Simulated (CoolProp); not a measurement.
Properties of acetone along the isotherm 550 K.

Model: reference Helmholtz-energy equation of state, Lemmon 2006, in CoolProp. It is a short technical equation, of lower accuracy than the large ones.

```
p (MPa)          phase  Joule-Thomson coefficient (K/MPa)  fugacity coefficient
-------  -------------  ---------------------------------  --------------------
0.148              gas                              8.852                0.9906
0.224              gas                              8.878                0.9858
0.338              gas                         (withheld)                0.9786
0.509              gas                              8.977                0.9679
0.769              gas                              9.070                0.9518
1.16               gas                              9.213                0.9279
1.75               gas                         (withheld)                0.8925
2.64               gas                              9.793                0.8408
3.98               gas                         (withheld)                0.7661
6.01     supercritical                              10.69                0.6592
9.06     supercritical                              3.897                0.5160
13.7     supercritical                              1.135                0.3938
20.6     supercritical                             0.4170                0.3142
31.1     supercritical                            0.08165                0.2675
46.9     supercritical                            -0.1061                0.2512
```

What belongs in the gaps?


- 0.338, Joule-Thomson coefficient (K/MPa): 8.917
- 1.75, Joule-Thomson coefficient (K/MPa): 9.438
- 3.98, Joule-Thomson coefficient (K/MPa): 10.33
